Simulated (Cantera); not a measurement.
An isothermal, constant-pressure homogeneous reactor starts with 2.07 % CH₄, 97.9 % N₂, at 1623 K and 1.00 atm.

Model: GRI-Mech 3.0 (53 species, 325 reactions), integrated in Cantera. GRI-Mech 3.0 stops at C3 and has no aromatics, soot or wall deposition, so with more carbon than oxygen in the feed, carbon stays in small species such as C2H2 where larger ones or solid carbon would form.

One state of this run: x CH₄ = 0.00670; x C₂H = 1.03e-8; x CH₃ = 5.38e-5; x HCN = 1.85e-7; x C₂H₄ = 7.30e-5; x H₂ = 0.0204; x C₂H₆ = 6.37e-6. x: mole fraction; the columns are a selection and need not sum to one.

### Question
Which value of t (s) does it belong to?
(A) 0.121
(B) 0.00246
(C) 0.0330
(D) 0.000183

### Answer
A, 0.121
